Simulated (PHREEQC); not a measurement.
## Acid mine or pickling water: an equilibrium model

Model water analysis in mg/kgw, 25 °C, pH 3.84: Na 2270; K 34.5; Ca 669; Mg 85.6; Cl 4950; S(6) as SO4 4430.

Valence states are taken as typed.

Model: Pitzer model, pitzer.dat, run in PHREEQC.

No solid was allowed to form.

Task: Estimate the specific conductance, density, osmotic coefficient.

Result: specific conductance 17900 µS/cm; density 1.007 g/cm³; osmotic coefficient 0.846.

Examples of supersaturated solids here: Gypsum. Others may be too. Complexes and solids missing from the database can't appear.
